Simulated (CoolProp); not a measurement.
Vapour-liquid equilibrium of hydrogen sulfide (1) + propane (2) at 27.65 °C; x and y are mole fractions of (1).

Model: multi-fluid Helmholtz-energy mixture model, Lemmon 2006 and Lemmon 2009; pair parameters Kunz 2012, in CoolProp.

| x | bubble pressure, mixture model (MPa) | bubble pressure, Raoult's law (MPa) | y, mixture model | y, Raoult's law |
|---|---|---|---|---|
| 0.05 | 1.177 | 1.075 | 0.149 | 0.100 |
| 0.15 | 1.446 | 1.188 | 0.340 | 0.272 |
| 0.25 | 1.662 | 1.301 | 0.461 | 0.413 |
| 0.35 | 1.834 | 1.415 | 0.548 | 0.532 |
| 0.45 | 1.969 | 1.528 | 0.617 | 0.634 |
| 0.55 | 2.074 | 1.641 | 0.676 | 0.721 |
| 0.65 | 2.151 | 1.755 | 0.731 | 0.797 |
| 0.75 | 2.202 | 1.868 | 0.787 | 0.864 |
| 0.85 | 2.222 | 1.981 | 0.851 | 0.923 |
| 0.95 | 2.195 | 2.095 | 0.938 | 0.976 |

The largest gap from Raoult's law is +29.6 % in bubble pressure, at x = 0.35. y crosses x between x = 0.85 and 0.95: the model has an azeotrope there.

The pair parameters rest on a limited set of measurements; away from them the model extrapolates.
